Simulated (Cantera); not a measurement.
Cantera run:

```python
import numpy as np
import cantera as ct

gas_names = """
    F FO FO2 F2 F2O H HF HNO HNO2 HNO3 HOF HO2 H2 H2F2 H2O H2O2 H3F3 H4F4 H5F5 H6F6 H7F7 N NF NF2 NF3 NH
    NH2 NH3 NH2OH NO NO2 NO3 N2 N2H2 N2H4 N2O O OH O2 O3 Si SiF SiF2 SiF3 SiF4 SiH SiHF3 SiH2 SiH2F2
    SiH3 SiH3F SiH4 SiN SiO SiO2 Si2 Si2N Si3
""".split()
cond_names = """
    H2O(s) H2O(L) Si(cr) Si(L) SiO2(Lqz) SiO2(hqz) SiO2(L) Si2N2O(s) Si3N4(a)
""".split()


def load(file, names, dense=False):
    # The tables refer to 1 bar. Condensed volumes are neglected.
    table = {s.name: s for s in ct.Species.list_from_file(file)}
    out = []
    for n in names:
        d = dict(table[n].input_data)
        d["thermo"] = dict(d["thermo"], **{"reference-pressure": 1e5})
        if dense:
            d["equation-of-state"] = {"model": "constant-volume", "density": "1e6 g/cm^3"}
        out.append(ct.Species.from_dict(d))
    return out


gas = ct.Solution(thermo="ideal-gas", species=load("nasa_gas.yaml", gas_names))
cond = {s.name: ct.Solution(thermo="fixed-stoichiometry", species=[s], name=s.name)
        for s in load("nasa_condensed.yaml", cond_names, dense=True)}
atoms = {
    'SiF4': {'Si': 1, 'F': 4},
    'NO': {'N': 1, 'O': 1},
    'H2': {'H': 2},
}
top_T = {'Si2N2O(s)': 2100, 'Si3N4(a)': 2400}  # K; cautious upper limits of use, not melting points


def equilibrate(T, P, feed):
    n = {}
    for name, mol in feed.items():
        for a, k in atoms[name].items():
            n[a] = n.get(a, 0.0) + k * mol
    gas.TPX = T, P, n
    mass = sum(n.values()) * gas.mean_molecular_weight
    gas.equilibrate("TP")
    valid = [c for c in cond.values() if c.min_temp <= T <= top_T.get(c.name, c.max_temp)]
    mix = ct.Mixture([(gas, mass / gas.mean_molecular_weight)] + [(c, 0.0) for c in valid])
    mix.T, mix.P = T, P
    mix.equilibrate("TP", solver="vcs", rtol=1e-11, max_steps=5000)
    return mix


results = []
T = 775  # K
P = 1333.22  # Pa
for m in [0.45, 0.61, 0.83, 1.1, 1.5, 2.1, 2.8, 3.9, 5.2, 7.1]:
    feed = {'SiF4': 1, 'NO': 0.84, 'H2': m}  # mol
    mix = equilibrate(T, P, feed)
    results.append((T, P, feed, dict(zip(mix.species_names, mix.species_moles))))
    x = sorted(zip(gas.X, gas.species_names), reverse=True)
    print(f"T = {T:g} K  P = {P:g} Pa  n(H2) = {m:g} mol  gas = {mix.phase_moles(0):.4g} mol")
    print("   x: " + "  ".join(f"{s} {v:.3e}" for v, s in x if v > 1e-05))
    print("   condensed (mol): " + ("  ".join(f"{mix.phase(i).name} {mix.phase_moles(i):.4g}"
          for i in range(1, mix.n_phases) if mix.phase_moles(i) > 1e-12) or "none"))
```

Result:

```
T = 775 K  P = 1333.22 Pa  n(H2) = 0.45 mol  gas = 2.176 mol
   x: SiF4 4.084e-01  HF 2.046e-01  N2 1.930e-01  H2O 1.045e-01  O2 8.960e-02
   condensed (mol): SiO2(Lqz) 0.1113
T = 775 K  P = 1333.22 Pa  n(H2) = 0.61 mol  gas = 2.281 mol
   x: SiF4 3.786e-01  HF 2.389e-01  N2 1.841e-01  H2O 1.480e-01  O2 5.041e-02
   condensed (mol): SiO2(Lqz) 0.1362
T = 775 K  P = 1333.22 Pa  n(H2) = 0.83 mol  gas = 2.421 mol
   x: SiF4 3.443e-01  HF 2.748e-01  H2O 2.054e-01  N2 1.735e-01  O2 2.065e-03
   condensed (mol): SiO2(Lqz) 0.1663
T = 775 K  P = 1333.22 Pa  n(H2) = 1.1 mol  gas = 2.691 mol
   x: SiF4 3.082e-01  HF 2.539e-01  H2O 1.853e-01  N2 1.561e-01  H2 9.663e-02
   condensed (mol): SiO2(Lqz) 0.1708
T = 775 K  P = 1333.22 Pa  n(H2) = 1.5 mol  gas = 3.095 mol
   x: SiF4 2.665e-01  HF 2.263e-01  H2 2.132e-01  H2O 1.583e-01  N2 1.357e-01
   condensed (mol): SiO2(Lqz) 0.1751
T = 775 K  P = 1333.22 Pa  n(H2) = 2.1 mol  gas = 3.701 mol
   x: H2 3.405e-01  SiF4 2.214e-01  HF 1.953e-01  H2O 1.293e-01  N2 1.135e-01
   condensed (mol): SiO2(Lqz) 0.1807
T = 775 K  P = 1333.22 Pa  n(H2) = 2.8 mol  gas = 4.406 mol
   x: H2 4.448e-01  SiF4 1.847e-01  HF 1.690e-01  H2O 1.061e-01  N2 9.532e-02
   condensed (mol): SiO2(Lqz) 0.1862
T = 775 K  P = 1333.22 Pa  n(H2) = 3.9 mol  gas = 5.513 mol
   x: H2 5.550e-01  SiF4 1.463e-01  HF 1.403e-01  H2O 8.218e-02  N2 7.617e-02
   condensed (mol): SiO2(Lqz) 0.1934
T = 775 K  P = 1333.22 Pa  n(H2) = 5.2 mol  gas = 6.82 mol
   x: H2 6.393e-01  HF 1.175e-01  SiF4 1.172e-01  H2O 6.439e-02  N2 6.158e-02
   condensed (mol): SiO2(Lqz) 0.2004
T = 775 K  P = 1333.22 Pa  n(H2) = 7.1 mol  gas = 8.729 mol
   x: H2 7.172e-01  HF 9.560e-02  SiF4 9.067e-02  H2O 4.844e-02  N2 4.811e-02
   condensed (mol): SiO2(Lqz) 0.2086
```

Method: chemical equilibrium by Gibbs-energy minimisation in Cantera with the NASA 1993 tables (ideal gas, pure condensed phases).
